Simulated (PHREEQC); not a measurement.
A made-up water analysis in mmol/kgw, 20 °C, pH 6.35, pe 9.2: Na 0.000449; K 0.000113; Ca 0.000203; Mg 0.000343; Cl 0.000113; S(6) 0.00061; Alkalinity (meq/kgw) 0.000377; Zn 3.17e-05; F 6.29e-06; Br 1.89e-07; O(0) (counted as O atoms) 2.85e-06; Si 1.58e-05.

Valence states are taken as typed.

The numbers come from PHREEQC with the ion-association model, phreeqc.dat.

```csv
quantity,before,after
ionic strength (mol/kgw),3.35e-6,4.73e-6
CO2 (mol/kgw),8.69e-7,8.69e-7
HCO3- (mol/kgw),8.09e-7,8.09e-7
CO3-2 (mol/kgw),7.68e-11,7.69e-11
ZnOH+ (mol/kgw),5.25e-11,5.24e-11
SI of Quartz (SiO2),-3.75,-3.75
```

Task: Name the change that produced these shifts.
(A) F from 6.29e-06 to 3.14e-06 mmol/kgw
(B) Mg from 0.000343 to 0.00103 mmol/kgw
(C) pH from 6.35 to 6.85 at the same alkalinity

Result: B, Mg from 0.000343 to 0.00103 mmol/kgw

No solid was allowed to form. SiF6-2 is the database's only silicon fluoride.
